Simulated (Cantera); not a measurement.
Feed: 1 mol Fe2O3, a varied amount of Cl2, at 877 °C and 10000 Pa.

These are equilibrium values from Cantera (NASA tables, ideal gas, pure condensed phases), not measurements of a reactor. Candidate condensed phases: Fe, FeCl2, FeCl3, FeO, Fe2O3, Fe3O4; 13 gas species. Rates play no part.

Task: At 4.6 mol Cl2, list the 4 most abundant gas species with their mole fractions, and the condensed phases.

Result: Cl2 0.690, FeCl3 0.160, O2 0.130, FeCl2 0.0122. Condensed: Fe2O3(s).
